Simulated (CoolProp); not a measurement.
Vapour-liquid equilibrium of R13 (1) + R11 (2) at 0.0623 MPa; x and y are mole fractions of (1).

Values from CoolProp's multi-fluid Helmholtz-energy mixture model, Platzer 1990 and Jacobsen 1992; pair parameters Bell 2016. This equation is an older, rougher fit; its heat capacities, sound speeds and derivatives of the liquid may be far off and weren't checked against measurements.

Problem. Give the bubble temperature and the first vapour's composition at x = 0.15, 0.35, 0.95. Is there an azeotrope?

Solution. x = 0.15: 208.5 K, y = 0.987; x = 0.35: 194.6 K, y = 0.997; x = 0.95: 183.9 K, y = 1.000. No azeotrope shows between x = 0.05 and 0.95.

Pair parameters are fitted to limited data, so mixtures are less certain than the pure fluids. With so large a gap from Raoult's law the liquid may split in two, which this calculation doesn't test in full.
